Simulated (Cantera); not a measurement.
What does this Cantera script print?

```python
import numpy as np
import cantera as ct

gas_names = """
    CL CL2 H HCL H2 N NH NH2 NH3 N2 N2H2 N2H4 Si SiCL SiCL2 SiCL3 SiCL4 SiH SiHCL3 SiH2 SiH2CL2 SiH3
    SiH3CL SiH4 SiN Si2 Si2N Si3
""".split()
cond_names = """
    NH4CL(a) NH4CL(b) Si(cr) Si(L) Si3N4(a)
""".split()


def load(file, names, dense=False):
    # The tables refer to 1 bar. Condensed volumes are neglected.
    table = {s.name: s for s in ct.Species.list_from_file(file)}
    out = []
    for n in names:
        d = dict(table[n].input_data)
        d["thermo"] = dict(d["thermo"], **{"reference-pressure": 1e5})
        if dense:
            d["equation-of-state"] = {"model": "constant-volume", "density": "1e6 g/cm^3"}
        out.append(ct.Species.from_dict(d))
    return out


gas = ct.Solution(thermo="ideal-gas", species=load("nasa_gas.yaml", gas_names))
cond = {s.name: ct.Solution(thermo="fixed-stoichiometry", species=[s], name=s.name)
        for s in load("nasa_condensed.yaml", cond_names, dense=True)}
atoms = {
    'SiHCl3': {'Si': 1, 'H': 1, 'CL': 3},
    'NH3': {'N': 1, 'H': 3},
}
top_T = {'Si3N4(a)': 2400}  # K; cautious upper limits of use, not melting points


def equilibrate(T, P, feed):
    n = {}
    for name, mol in feed.items():
        for a, k in atoms[name].items():
            n[a] = n.get(a, 0.0) + k * mol
    gas.TPX = T, P, n
    mass = sum(n.values()) * gas.mean_molecular_weight
    gas.equilibrate("TP")
    valid = [c for c in cond.values() if c.min_temp <= T <= top_T.get(c.name, c.max_temp)]
    mix = ct.Mixture([(gas, mass / gas.mean_molecular_weight)] + [(c, 0.0) for c in valid])
    mix.T, mix.P = T, P
    mix.equilibrate("TP", solver="vcs", rtol=1e-11, max_steps=5000)
    return mix


results = []
feed = {'SiHCl3': 1, 'NH3': 26}  # mol
P = 13332.2  # Pa
for T in [848, 948, 1048, 1148, 1248, 1348, 1448, 1548, 1648, 1748, 1848, 1948]:
    mix = equilibrate(T, P, feed)
    results.append((T, P, feed, dict(zip(mix.species_names, mix.species_moles))))

top = {s: max(r[3][s] / sum(r[3][g] for g in gas_names) for r in results) for s in gas_names}
cols = sorted((s for s in top if top[s] > 1e-05), key=lambda s: -top[s])[:9]
seen = [c for c in cond_names if any(r[3].get(c, 0) > 1e-12 for r in results)]
print("log10 of partial pressures in bar; condensed amounts in mol")
print(f"{'T/K':>10s}" + "".join(f"{s[:9]:>10s}" for s in cols + seen))
for T, P, feed, n in results:
    ng = sum(n[g] for g in gas_names)
    print(f"{T:10.4g}" + "".join(f"{np.log10(max(n[s] / ng * P / 1e5, 1e-99)):10.3f}" for s in cols)
          + "".join(f"{n.get(c, 0):10.4g}" for c in seen))
```

It prints:

```
log10 of partial pressures in bar; condensed amounts in mol
       T/K        H2        N2       HCL     SiCL2         H        Si      SiCL        CL       NH3     Si(L)  Si3N4(a)
       848    -1.022    -1.511    -2.125   -11.671   -11.232   -28.463   -22.956   -12.333    -5.013         0     0.333
       948    -1.022    -1.511    -2.125    -9.943    -9.792   -23.931   -19.458   -10.916    -5.366         0    0.3331
      1048    -1.022    -1.511    -2.125    -8.547    -8.623   -20.269   -16.631    -9.766    -5.656         0    0.3332
      1148    -1.022    -1.511    -2.125    -7.398    -7.656   -17.250   -14.302    -8.814    -5.897         0    0.3332
      1248    -1.022    -1.511    -2.125    -6.437    -6.842   -14.719   -12.351    -8.013    -6.101         0    0.3332
      1348    -1.022    -1.511    -2.125    -5.622    -6.147   -12.567   -10.693    -7.329    -6.276         0    0.3329
      1448    -1.022    -1.511    -2.127    -4.925    -5.547   -10.717    -9.270    -6.740    -6.426         0    0.3315
      1548    -1.022    -1.511    -2.131    -4.329    -5.023    -9.109    -8.038    -6.229    -6.558         0    0.3267
      1648    -1.022    -1.510    -2.144    -3.826    -4.561    -7.699    -6.968    -5.789    -6.672         0    0.3128
      1748    -1.022    -1.508    -2.174    -3.421    -4.152    -6.455    -6.043    -5.417    -6.773         0    0.2816
      1848    -1.021    -1.506    -2.228    -3.119    -3.786    -5.348    -5.249    -5.112    -6.862         0    0.2286
      1948    -1.025    -1.494    -2.249    -3.067    -3.460    -4.634    -4.786    -4.809    -6.943    0.6269         0
```

Equilibrium computed with Cantera from the NASA thermochemical tables; the gas is ideal and each condensed phase is pure. The tables' values for SiCl, SiCl3 are old estimates; treat these amounts as uncertain. Gases not in the tables: Si2H6 and higher silanes.
